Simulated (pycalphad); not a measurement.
Computed with pycalphad from the COST 507 light-alloy database (1999), at 1 atm. These are 1990s assessments: newer ones move some temperatures and phases. Phase fractions are per mole of atoms. Kinetics are ignored, which matters at the lower temperatures.

### Question
Give the equilibrium state of Si-87.46Mn (wt.%) at 700 K.

### Answer
```
T = 700.00 K, P = 101325 Pa, N = 1 mol of atoms
G = -43668 J/mol, H = -3911 J/mol, S = 56.80 J/(mol K)  (SER reference)
chemical potentials (J/mol): Si -88458, Mn -31109
phase             fraction      x(Si)      x(Mn)
MN3SI               0.5867     0.2500     0.7500
MN9SI2              0.4133     0.1750     0.8250
```

Database names, with the compositions (at.%) that they take in these runs: MN3SI: Mn 75 Si 25; MN9SI2: Mn 82 Si 18.
